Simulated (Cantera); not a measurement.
Standard-state values (1 bar) from the NASA 1993 polynomials, evaluated with Cantera. Values are per mole of reaction as written; species without (g) are pure solids or liquids, kept so even where they would boil at 1 bar.

Q: Between 375 and 675 K, where is each reaction favourable under standard conditions?
- 4 PH3(g) + 10 O(g) ⇌ 12 H(g) + P4O10

A: 
- 4 PH3(g) + 10 O(g) ⇌ 12 H(g) + P4O10: ΔG° is -2591 kJ at 375 K and -2358 kJ at 675 K; it stays negative (K > 1). ΔH° is -2853 kJ and ΔS° -733 J/K at 675 K.
